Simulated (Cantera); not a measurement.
Input: 1 mol Cu, a varied amount of CO, 20 mol N2, equilibrated at 1.00 bar.

Method: chemical equilibrium by Gibbs-energy minimisation in Cantera with the NASA 1993 tables (ideal gas, pure condensed phases). Candidate condensed phases: C, Cu, CuO, Cu2O; 27 gas species. Rates play no part.

Stable condensed phases, one row left out:

```
T in K \ n(CO) in mol
         1.1 1.8 2.8 4.5 7.1  11  18
   1975    A   A   A   A   A   A   A
   1875    A   A   A   A   A   A   A
   1775    A   A   A   A   A   A   A
   1675    A   A   A   A   A   A   A
   1575    A   A   A   A   A   B   B
   1475    A   A   B   B   B   B   B
   1275    B   B   B   B   B   B   B
   1175    B   B   B   B   B   B   B
```

A: Cu; B: C + Cu.

### Question
Give the row for 1375 K.

### Answer
1.1: C + Cu; 1.8: C + Cu; 2.8: C + Cu; 4.5: C + Cu; 7.1: C + Cu; 11: C + Cu; 18: C + Cu.
